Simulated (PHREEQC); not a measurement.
A solution holds 130 mmol/kgw H2SO4 and 6.2 mmol/kgw Al2(SO4)3, at 60 °C. Closed to the air; pH follows from the charge balance.

All values are PHREEQC results (ion-association model, phreeqc.dat), not measurements.

Question: The ionic strength comes out as 0.174 mol/kgw. What activity coefficients do AlHSO4+2, Al+3, HSO4-, H+, AlSO4+ get?

Answer: AlHSO4+2 0.30, Al+3 0.12, HSO4- 0.74, H+ 0.79, AlSO4+ 0.72.

This is a speciation only: nothing precipitates in the calculation. At this temperature some constants are extrapolated from 25 °C, and those without enthalpy data are left unchanged.
